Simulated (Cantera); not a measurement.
Charge: 1 mol Ti, 0.21 mol O2, 41 mol H2, equilibrated at 0.285 Torr.

Method: chemical equilibrium by Gibbs-energy minimisation in Cantera with the NASA 1993 tables (ideal gas, pure condensed phases). Candidate condensed phases: H2O, Ti, TiO, TiO2, Ti2O3, Ti3O5, Ti4O7; 12 gas species. Mutual solubility and eutectic melting of coexisting phases are not modelled. TiO: taken at fixed stoichiometry. Condensed phases not in the tables: N, O or C dissolved in the metal. Equilibrium is a limit: real reactors are often held back by kinetics, nucleation or transport.

### Question
What share of the Ti ends up in condensed phases as a function of T (K), at 1475, 1525, 1575, 1625, 1675, 1725, 1775, 1825, 1875, 1925, 1975, 2025, 2075, 2125?

### Answer
| T (K) | Ti condensed (%) | as |
|---|---|---|
| 1475 | 100.0 | Ti(β) + TiO(s) |
| 1525 | 100.0 | Ti(β) + TiO(s) |
| 1575 | 99.9 | Ti(β) + TiO(s) |
| 1625 | 99.8 | Ti(β) + TiO(s) |
| 1675 | 99.4 | Ti(β) + TiO(s) |
| 1725 | 98.6 | Ti(β) + TiO(s) |
| 1775 | 96.4 | Ti(β) + TiO(s) |
| 1825 | 91.6 | Ti(β) + TiO(s) |
| 1875 | 80.9 | Ti(β) + TiO(s) |
| 1925 | 58.5 | Ti(β) + TiO(s) |
| 1975 | 36.7 | TiO(s) |
| 2025 | 29.7 | TiO(l) |
| 2075 | 16.0 | TiO(l) |
| 2125 | 0.0 | - |
